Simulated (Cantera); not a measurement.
# Transport properties of process gases

Gas mixture: N2 : NH3 = 0.63 : 0.12 (molar parts), at 20.0 Torr, frozen composition.

Cantera's kinetic-theory transport with the Lennard-Jones parameters of GRI-Mech 3.0, ideal gas; thermal conductivity in the mixture-averaged form. Polar gases are described roughly by these parameters. The composition is frozen, though it would react at the higher temperatures.

```
T (K)  ρ (kg/m³)  cp (J/kg/K)  μ (µPa s)  λ (mW/m/K)     Pr  D (cm²/s) NO  D (cm²/s) CH3  D (cm²/s) CO2
-----  ---------  -----------  ---------  ----------  -----  ------------  -------------  -------------
400       0.0210         1174       21.1        34.4  0.718          13.1           14.3           10.2
600       0.0140         1239       28.4        49.3  0.712          26.3           29.1           21.1
800       0.0105         1317       34.8        64.2  0.713          42.9           47.6           34.7
1000     0.00842         1393       40.5        78.8  0.717          62.3           69.4           50.8
1200     0.00702         1450       45.9        92.8  0.716          84.5           94.2           69.2
1400     0.00601         1498       50.8         106  0.716           109            122           89.7
1600     0.00526         1537       55.6         119  0.716           136            152            112
```
D: mixture-averaged diffusion coefficient of that species in the mixture.
